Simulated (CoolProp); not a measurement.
Properties of carbon monoxide along the isobar 111 bar.

Values from CoolProp's reference Helmholtz-energy equation of state, Lemmon 2006. It is a short technical equation, of lower accuracy than the large ones.

```csv
T (K),phase,cp (kJ/(kg K)),speed of sound (m/s),Joule-Thomson coefficient (K/MPa),isothermal compressibility (1/MPa)
132,liquid,[?],541.5,[?],0.01420
166,supercritical,2.656,334.9,1.837,0.07227
200,supercritical,1.804,317.0,2.559,0.09403
234,supercritical,1.453,339.0,2.240,0.09096
268,supercritical,1.305,362.5,1.826,0.08855
302,supercritical,1.228,[?],1.459,0.08714
336,supercritical,1.183,404.8,1.152,0.08632
370,supercritical,[?],423.7,0.8957,0.08585
404,supercritical,1.138,441.4,0.6799,0.08559
```

**Question.** Fill in the missing entries.

**Answer.** 
- 132, cp (kJ/(kg K)): 2.338
- 132, Joule-Thomson coefficient (K/MPa): 0.1757
- 302, speed of sound (m/s): 384.5
- 370, cp (kJ/(kg K)): 1.155
